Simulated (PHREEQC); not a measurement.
A solution holds 0.00021 mol KNO3 and 0.00022 mol H3BO3 per kg of water, at 75 °C. Closed to the air; pH follows from the charge balance.

Model: ion-association model, phreeqc.dat, run in PHREEQC.

Precipitation was switched off in this run.

Question: Predict the pH.

Answer: pH 6.16.

Constants without temperature data keep their 25 °C values here.
